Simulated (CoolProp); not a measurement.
Saturation properties of oxygen (Tc = 154.6 K, pc = 5.046 MPa, ω = 0.022).

The numbers come from the reference Helmholtz-energy equation of state, Schmidt 1985 in CoolProp.

```
T (K)  p (MPa)  vapour Z  vapour viscosity (µPa s)
-----  -------  --------  ------------------------
117.1   0.8605    0.8529                      9.16
119.5        ?    0.8374                      9.38
122      1.146    0.8203                      9.62
124.4    1.308    0.8027                      9.85
126.9    1.494    0.7833                      10.1
129.3    1.689    0.7634                      10.4
131.7    1.902    0.7422                      10.6
134.2    2.143    0.7186                      11.0
136.6    2.395    0.6943                      11.3
139.1    2.680    0.6669                      11.7
141.5    2.975         ?                      12.1
143.9    3.294    0.6065                         ?
146.4        ?    0.5693                      13.3
148.8    4.023    0.5277                      14.1
```

### Question
What belongs in the gaps?

### Answer

- 119.5, p (MPa): 0.9929
- 141.5, vapour Z: 0.6381
- 143.9, vapour viscosity (µPa s): 12.6
- 146.4, p (MPa): 3.652

It boils at 90.2 K under 1 atm.

Viscosity comes from a separate model (Lemmon 2004).
